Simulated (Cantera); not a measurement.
A closed system holds: 1 mol PbO, 0.074 mol O₂, a varied amount of H₂, at 700 °C and 60.0 Torr.

Equilibrium computed with Cantera from the NASA thermochemical tables; the gas is ideal and each condensed phase is pure. Candidate condensed phases: H₂O, Pb, PbO, PbO₂, Pb₃O₄; 12 gas species. The numbers say what is thermodynamically allowed, not how fast it happens.

Problem. Which condensed phases are stable at each of these points (n(H₂) (mol)): 0.84, 1, 1.3, 1.6, 1.9, 2.4, 2.9, 3.6, 4.4, 5.4?

Solution. 
```
n(H₂) (mol)     condensed phases  Pb condensed (%)
-----------  -------------------  ----------------
0.84         Pb(l) + PbO(yellow)             100.0
1            Pb(l) + PbO(yellow)             100.0
1.3                        Pb(l)             100.0
1.6                        Pb(l)             100.0
1.9                        Pb(l)             100.0
2.4                        Pb(l)             100.0
2.9                        Pb(l)             100.0
3.6                        Pb(l)             100.0
4.4                        Pb(l)             100.0
5.4                        Pb(l)              99.9
```

From 0.84 mol H₂ to 1 mol H₂ the condensed part is Pb(l) + PbO(yellow). From 1.3 mol H₂ to 5.4 mol H₂ the condensed part is Pb(l).
